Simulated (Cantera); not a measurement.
An isothermal, constant-pressure homogeneous reactor starts with CH₄ : N₂ = 1 : 4.1 (molar parts), at 1550 K and 0.00210 bar.

Detailed kinetics in Cantera: GRI-Mech 3.0 (53 species, 325 reactions). GRI-Mech 3.0 stops at C3 and has no aromatics, soot or wall deposition, so with more carbon than oxygen in the feed, carbon stays in small species such as C2H2 where larger ones or solid carbon would form. Radical loss at walls, strong at low pressure, is not modelled.

One state of this run: x CH₄ = 0.0169; x CH₃ = 0.000231; x C₂H₄ = 8.12e-5; x C₂H = 1.28e-7; x H = 0.000152; x HCN = 5.76e-7; x C₂H₂ = 0.0747. x: mole fraction; the columns are a selection and need not sum to one.

Question: Which value of t (s) does it belong to?
A) 0.0236
B) 30.3
C) 0.0779
D) 2.79

Answer: B, 30.3
